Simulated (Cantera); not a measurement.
Feed: 1 mol n-butane, 1.5 mol H2, 0.46 mol NH3, equilibrated at 1.20 bar.

Cantera equilibrium calculation (NASA polynomials, part measured and part estimated; ideal gas, pure solids and liquids). Candidate condensed phases: C, C6H6, C7H8, C8H18; 92 gas species. Equilibrium is a limit: real reactors are often held back by kinetics, nucleation or transport.

x: gas mole fraction; n: condensed amount in mol.

```tsv
T (K)	x H2	x N2	x H	x HCN	n C(graphite)
1773	0.967	0.0305	0.000255	0.000923	3.98
1848	0.967	0.0303	0.000476	0.00132	3.98
1923	0.966	0.0300	0.000845	0.00183	3.97
1998	0.965	0.0297	0.00144	0.00248	3.97
2073	0.963	0.0292	…	…	3.95
2148	0.961	0.0287	…	…	3.94
2223	0.957	0.0280	0.00572	0.00532	3.91
```

Question: Some entries are withheld; supply them.

Answer: 
- 2148, x H: 0.00373
- 2148, x HCN: 0.00421
- 2073, x H: 0.00236
- 2073, x HCN: 0.00326
